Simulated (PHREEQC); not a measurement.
NaOH is added in steps, without added water, to 1 kg of water holding 0.015 mol NH4Cl, 0.00012 mol Na2HPO4 and 0.0086 mol KCl, at 25 °C. Oxygen alone is held at its pressure in air (log pO2 = -0.68). The system is closed to CO2. No solid was allowed to form.

Base run: PHREEQC, ion-association model, phreeqc.dat. Each further column changes one thing. The table gives PO4-3 (mol/kgw).

```tsv
NaOH added (mol)	base	KCl from 0.0086 to 0.00774 mol/kgw	Na2HPO4 from 0.00012 to 6e-05 mol/kgw	KCl left out	solids may form
0	4.83e-10	4.76e-10	1.10e-10	4.09e-10	4.83e-10
0.002719	5.22e-8	5.15e-8	2.60e-8	4.44e-8	5.22e-8
0.005437	1.35e-7	1.33e-7	6.74e-8	1.15e-7	1.35e-7
0.009062	3.60e-7	3.55e-7	1.80e-7	3.07e-7	3.60e-7
0.01178	8.40e-7	8.29e-7	4.19e-7	7.18e-7	8.40e-7
0.0145	3.68e-6	3.64e-6	1.84e-6	3.21e-6	3.68e-6
0.01722	1.97e-5	1.95e-5	9.85e-6	1.81e-5	1.97e-5
0.01994	3.58e-5	3.56e-5	1.79e-5	3.36e-5	3.58e-5
0.02356	5.16e-5	5.13e-5	2.58e-5	4.92e-5	5.16e-5
0.02628	6.04e-5	6.02e-5	3.02e-5	5.81e-5	6.04e-5
0.029	6.75e-5	6.73e-5	3.37e-5	6.54e-5	6.75e-5
```

 Solids allowed in the column 'solids may form': Halite, Sylvite.
